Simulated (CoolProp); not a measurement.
The fluoroketone C6F12O (FK-5-1-12) at 340.87 K and 0.153 MPa is compressed adiabatically to 0.348 MPa with isentropic efficiency 0.7. Each further row changes one setting.

Computed with CoolProp (reference Helmholtz-energy equation of state, McLinden 2015).

```tsv
case	work (kJ/kg)	final phase	final density (kg/m³)
as stated	[?]	[?]	[?]
efficiency 1	[?]	[?]	[?]
efficiency 0.65	[?]	[?]	47.8
```

### Question
Some entries are withheld; supply them.

### Answer

- as stated, work (kJ/kg): 9.14
- as stated, final phase: two-phase, vapour fraction 0.888
- as stated, final density (kg/m³): 48.3
- efficiency 1, work (kJ/kg): 6.40
- efficiency 1, final phase: two-phase, vapour fraction 0.851
- efficiency 1, final density (kg/m³): 50.3
- efficiency 0.65, work (kJ/kg): 9.85
- efficiency 0.65, final phase: two-phase, vapour fraction 0.897
